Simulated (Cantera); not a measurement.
An isothermal, constant-pressure homogeneous reactor starts with 12.5 % H2, 41.7 % O2, 45.8 % N2, equivalence ratio 0.15, at 1350 K and 100.0 Torr.

Cantera simulation using the H2/O2 subset of GRI-Mech 3.0, which has no nitrogen chemistry; the numbers are that mechanism's predictions, not measurements. The temperature is held fixed by assumption; the heat of reaction is taken as removed at once.

x: mole fraction; the columns are a selection and need not sum to one.

| t (s) | x H2 | x O2 | x H | x H2O | x H2O2 | x HO2 |
|---|---|---|---|---|---|---|
| 7.00e-5 | 0.124 | 0.416 | 0.000259 | 0.000424 | … | 3.71e-6 |
| 0.000174 | 0.00748 | 0.346 | 0.0345 | 0.0967 | 1.17e-6 | 2.40e-5 |
| 0.000435 | 0.00438 | 0.358 | 0.0154 | 0.114 | 1.19e-6 | 2.45e-5 |
| 0.00108 | 0.00147 | 0.371 | 0.00269 | 0.127 | … | 1.97e-5 |
| 0.00270 | 0.000263 | 0.376 | 0.000195 | 0.132 | … | 8.70e-6 |
| 0.00673 | 4.28e-5 | 0.377 | 1.31e-5 | 0.133 | … | 2.32e-6 |
| 0.0168 | 8.75e-6 | 0.378 | 1.26e-6 | 0.133 | … | 6.01e-7 |
| 0.0418 | 2.27e-6 | 0.378 | 1.74e-7 | 0.133 | … | 1.87e-7 |
| 0.104 | 7.08e-7 | 0.378 | 3.10e-8 | 0.133 | … | 8.14e-8 |
| 0.259 | 2.63e-7 | 0.378 | 7.18e-9 | 0.133 | … | 6.01e-8 |
| 0.646 | 1.40e-7 | 0.378 | 2.82e-9 | 0.133 | … | 6.24e-8 |
| 1.61 | 1.22e-7 | 0.378 | 2.30e-9 | 0.133 | 2.38e-9 | 6.40e-8 |
| 4.01 | 1.22e-7 | 0.378 | 2.30e-9 | 0.133 | 2.37e-9 | 6.41e-8 |
| 10.0 | 1.22e-7 | 0.378 | 2.30e-9 | 0.133 | 2.37e-9 | 6.41e-8 |

Problem. Some entries are withheld; supply them.

Solution. 
- 7.00e-5, x H2O2: 1.29e-8
- 0.00108, x H2O2: 9.55e-7
- 0.00270, x H2O2: 4.64e-7
- 0.00673, x H2O2: 1.76e-7
- 0.0168, x H2O2: 6.51e-8
- 0.0418, x H2O2: 2.48e-8
- 0.104, x H2O2: 9.86e-9
- 0.259, x H2O2: 4.36e-9
- 0.646, x H2O2: 2.64e-9
